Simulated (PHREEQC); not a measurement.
Model water analysis in mmol/kgw, 25 °C, pH 6.48, pe 1.3:

```json
[
 {"constituent": "Na", "mmol/kgw": "0.000688"},
 {"constituent": "K", "mmol/kgw": "3.88e-06"},
 {"constituent": "Ca", "mmol/kgw": "0.00173"},
 {"constituent": "Mg", "mmol/kgw": "0.00441"},
 {"constituent": "Cl", "mmol/kgw": "0.000551"},
 {"constituent": "S(6)", "mmol/kgw": "0.000197"},
 {"constituent": "Alkalinity (meq/kgw)", "mmol/kgw": "0.0119"},
 {"constituent": "Ba", "mmol/kgw": "1.51e-05"}
]
```

Valence states are taken as typed.

The numbers come from PHREEQC with the ion-association model, phreeqc.dat.

```
Property                       Result
--------------------  ---------------
ionic strength        1.96e-5 mol/kgw
charge-balance error            0.6 %
```

```csv
species,molality,activity,log γ
HCO3-,1.22e-5,1.21e-5,-0.002
CO2,9.03e-6,9.03e-6,0.000
Mg+2,4.41e-6,4.32e-6,-0.009
Ca+2,1.73e-6,1.69e-6,-0.009
Na+,6.88e-7,6.84e-7,-0.002
Cl-,5.51e-7,5.48e-7,-0.002
H+,3.33e-7,3.31e-7,-0.002
SO4-2,1.97e-7,1.93e-7,-0.009
OH-,3.07e-8,3.06e-8,-0.002
Ba+2,1.51e-8,1.48e-8,-0.009
K+,3.88e-9,3.86e-9,-0.002
CO3-2,1.75e-9,1.72e-9,-0.009
```

Precipitation was switched off in this run.
